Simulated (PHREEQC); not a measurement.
Solution (25 °C): 0.0016 mol/kgw KOH and 0.085 mol/kgw NaHCO3. Closed to the air; pH follows from the charge balance.

The numbers come from PHREEQC with the Pitzer model, pitzer.dat.

| quantity | before | after |
|---|---|---|
| pH | 8.32 | 8.07 |
| ionic strength (mol/kgw) | 0.0890 | 0.0911 |

Task: Name the change that produced these shifts.
A. NaHCO3 from 0.085 to 0.425 mol/kgw
B. 0.012 mol/kgw Na2CO3 added
C. KOH from 0.0016 to 0.0008 mol/kgw
D. NaHCO3 replaced by NaCl at the same molality
E. KOH replaced by K2SO4 at the same molality

Result: E, KOH replaced by K2SO4 at the same molality

Precipitation was switched off in this run.
